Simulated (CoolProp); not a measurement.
50 sccm (0 °C, 1 atm) of nitrogen bubbles through liquid toluene at 360.8 K and leaves saturated at a total pressure of 0.15 MPa (ideal gas phase). Each further row changes one setting.

Model: reference Helmholtz-energy equation of state, Lemmon 2006, in CoolProp. It is a short technical equation, of lower accuracy than the large ones.

| case | vapour pressure (kPa) | mole fraction of vapour | delivery (mg/min) | delivery (sccm) | change of delivery for a bath 1 K warmer (%) |
|---|---|---|---|---|---|
| as stated | 50.3 | 0.335 | 104 | 25.2 | 5.1 |
| bath temperature 365.8 K | 59.1 | 0.394 | 134 | 32.5 | 5.4 |
| total pressure 0.3 MPa | 50.3 | 0.168 | 41.4 | 10.1 | 4.0 |
